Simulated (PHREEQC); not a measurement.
A made-up water analysis in mmol/kgw, 25 °C, pH 6.22: Na 282; K 0.653; Ca 37.1; Mg 33; Cl 359; S(6) 18.5; Alkalinity (meq/kgw) 0.000381; Si 1.5.

Cl is adjusted to close the charge balance.
Valence states are taken as typed.

Computed with PHREEQC (Pitzer model, pitzer.dat).

Precipitation was switched off in this run.

Q: Estimate the activity of water, osmotic coefficient, density.

A: activity of water 0.988; osmotic coefficient 0.895; density 1.015 g/cm³.

Q: In which forms is C present?

A: HCO3- 54 %, CO2 46 % of the C.
